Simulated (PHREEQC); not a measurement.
0.14 g of hydrous ferric oxide (600 m²/g; 0.2 weak and 0.005 strong sites per Fe, Dzombak-Morel constants, diffuse double layer) in 1 kg of water with 0.1 mol/kgw of an inert sodium salt and 3.7e-07 mol/kgw NaH2PO4, 4.8e-06 mol/kgw ZnSO4 and 1.2e-06 mol/kgw CuCl2, at 25 °C; the pH is set by adding NaOH or the inert anion's acid. O2 is buffered at 0.21 atm. No CO2 enters from the air. No solid was allowed to form.

The series has 17 steps of pH, from 3 to 11.

Equilibrium calculation in PHREEQC: ion-association model, wateq4f.dat.

Problem. Near which pH is half of the P sorbed, and on which side is more sorbed?

Solution. Near pH 9.0, with more sorbed at lower pH.

Problem. Near which pH is half of the S sorbed, and on which side is more sorbed?

Solution. Near pH 5.8, with more sorbed at lower pH.

Problem. Near which pH is half of the Zn sorbed, and on which side is more sorbed?

Solution. Near pH 6.3, with more sorbed at higher pH.

H3PO4, which wateq4f.dat lacks, is added to it with the constant of phreeqc.dat. The database has no phosphate complexes of Cu, Zn. The database's constant for dissolved Cu(OH)2 is higher than later reviews accept. The oxide is taken as insoluble; below pH 4 it would dissolve.
